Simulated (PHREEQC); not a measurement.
A PHREEQC input (ion-association model, phreeqc.dat):

```
SOLUTION 1
  temp 25
  units mg/L
  pH 12.5
  pe 11.3
  Na 1.86
  K 2.82
  Ca 3.42
  Mg 0.727
  Cl 2.86
  S(6) 2.69 as SO4
  Alkalinity 15.3 as HCO3
  Ba 0.175
  Cd 0.0282
END
USE solution 1
EQUILIBRIUM_PHASES 1
  CO2(g) -2 10
END
```

It stops with these messages:

```
WARNING: Maximum iterations exceeded, 100
WARNING: Maximum iterations exceeded, 100
WARNING: The program has failed to converge to a numerical solution.
ERROR:           Alkalinity has not converged. Total: 2.508836e-04	Calculated: 6.093392e-06	Residual: 2.447902e-04
ERROR: Is non-carbonate alkalinity greater than total alkalinity?
ERROR:                   Ba has not converged. Total: 1.274934e-06	Calculated: 7.997516e-07	Residual: 4.751822e-07
ERROR:                   Ca has not converged. Total: 8.537781e-05	Calculated: 5.260240e-05	Residual: 3.277542e-05
ERROR:                   Cd has not converged. Total: 2.510322e-07	Calculated: 7.033272e-09	Residual: 2.439989e-07
ERROR:                   Cl has not converged. Total: 8.071601e-05	Calculated: 8.156645e-05	Residual: -8.504470e-07
ERROR:                    K has not converged. Total: 7.216004e-05	Calculated: 7.292784e-05	Residual: -7.678007e-07
ERROR:                   Mg has not converged. Total: 2.991991e-05	Calculated: 3.607080e-06	Residual: 2.631284e-05
ERROR:                   Na has not converged. Total: 8.095140e-05	Calculated: 8.279084e-05	Residual: -1.839437e-06
ERROR:                 S(6) has not converged. Total: 2.801807e-05	Calculated: 1.703089e-05	Residual: 1.098718e-05
ERROR:                   Mu Ionic strength has not converged. 	Residual: 3.759659e-05
ERROR:               A(H2O) Activity of water has not converged. 	Residual: -9.879014e-01
ERROR: Model failed to converge for initial solution  1.
```

Q: Why does the run stop?

A: The fault: pH typed as 12.5 with the alkalinity kept. The line should read `pH 6.15` where the input has `pH 12.5`. With the mend the run ends at pH 6.21 and ionic strength 0.000530 mol/kgw.
